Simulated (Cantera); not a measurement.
Feed: 1 mol MgO, 0.91 mol HI, 0.14 mol H₂, at 1.00 bar.

Equilibrium computed with Cantera from the NASA thermochemical tables; the gas is ideal and each condensed phase is pure. Candidate condensed phases: H₂O, I₂, Mg, MgI₂, MgO, Mg(OH)₂; 20 gas species. The numbers say what is thermodynamically allowed, not how fast it happens. All values below are at 952 °C.

Base state: HI 0.584, H₂ 0.235, I 0.0793, I₂ 0.0676, H₂O 0.0171, MgI₂ 0.0171 (mole fractions); condensed: MgO(s).

Task: What changes in the equilibrium state with this change: 0.51 mol O₂ added?

Result: 
```json
[
 {"species": "H₂O", "before": "0.0171", "after": "0.435"},
 {"species": "I₂", "before": "0.0676", "after": "0.255"},
 {"species": "O₂", "before": "<1e-9", "after": "0.155"},
 {"species": "HI", "before": "0.584", "after": "0.000357"},
 {"species": "H₂", "before": "0.235", "after": "2.33e-8"},
 {"species": "MgI₂", "before": "0.0171", "after": "<1e-9"},
 {"species": "I", "before": "0.0793", "after": "0.154"},
 {"species": "MgO(s), mol", "before": "0.981", "after": "1.00"}
]
```
